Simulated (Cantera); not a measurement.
# Low-pressure radical oxidation in H2/O2

An isothermal, constant-pressure homogeneous reactor starts with 5.84 % H₂, 32.5 % O₂, 61.7 % N₂, equivalence ratio 0.090, at 1250 K and 10.00 Torr.

Computed with Cantera and the H2/O2 subset of GRI-Mech 3.0, which has no nitrogen chemistry. Radical loss at walls, strong at low pressure, is not modelled. The temperature is held fixed by assumption; the heat of reaction is taken as removed at once.

```json
[
 {"t (s)": "1.00e-5", "x H₂": "0.0584", "x O₂": "0.325", "x O": "2.00e-11", "x H₂O₂": "<1e-12", "x HO₂": "4.32e-10", "x OH": "1.94e-11"},
 {"t (s)": "4.27e-5", "x H₂": "0.0584", "x O₂": "0.325", "x O": "3.19e-10", "x H₂O₂": "<1e-12", "x HO₂": "1.84e-9", "x OH": "2.86e-10"},
 {"t (s)": "0.000182", "x H₂": "0.0584", "x O₂": "0.325", "x O": "4.61e-9", "x H₂O₂": "5.11e-12", "x HO₂": "7.87e-9", "x OH": "3.38e-9"},
 {"t (s)": "0.000777", "x H₂": "0.0584", "x O₂": "0.325", "x O": "2.79e-7", "x H₂O₂": "9.12e-11", "x HO₂": "3.44e-8", "x OH": "1.84e-7"},
 {"t (s)": "0.00331", "x H₂": "0.00722", "x O₂": "0.292", "x O": "0.0204", "x H₂O₂": "1.14e-7", "x HO₂": "1.64e-6", "x OH": "0.00505"},
 {"t (s)": "0.0141", "x H₂": "0.00203", "x O₂": "0.289", "x O": "0.0238", "x H₂O₂": "6.44e-8", "x HO₂": "1.59e-6", "x OH": "0.00348"},
 {"t (s)": "0.0603", "x H₂": "0.00119", "x O₂": "0.296", "x O": "0.0127", "x H₂O₂": "7.10e-8", "x HO₂": "1.51e-6", "x OH": "0.00269"},
 {"t (s)": "0.257", "x H₂": "0.000196", "x O₂": "0.303", "x O": "0.00197", "x H₂O₂": "5.14e-8", "x HO₂": "8.73e-7", "x OH": "0.00110"},
 {"t (s)": "1.10", "x H₂": "1.27e-5", "x O₂": "0.304", "x O": "0.000127", "x H₂O₂": "1.41e-8", "x HO₂": "1.54e-7", "x OH": "0.000281"},
 {"t (s)": "4.69", "x H₂": "1.16e-6", "x O₂": "0.304", "x O": "1.17e-5", "x H₂O₂": "2.77e-9", "x HO₂": "2.07e-8", "x OH": "8.56e-5"},
 {"t (s)": "20.0", "x H₂": "1.73e-7", "x O₂": "0.304", "x O": "1.75e-6", "x H₂O₂": "5.79e-10", "x HO₂": "6.50e-9", "x OH": "3.31e-5"}
]
```
x: mole fraction; the columns are a selection and need not sum to one.

Equilibrium at this temperature and pressure: H₂ 3.28e-8, O₂ 0.304, O 3.33e-7, H₂O₂ 1.41e-10, HO₂ 7.96e-9, OH 1.44e-5 (gas phase only).
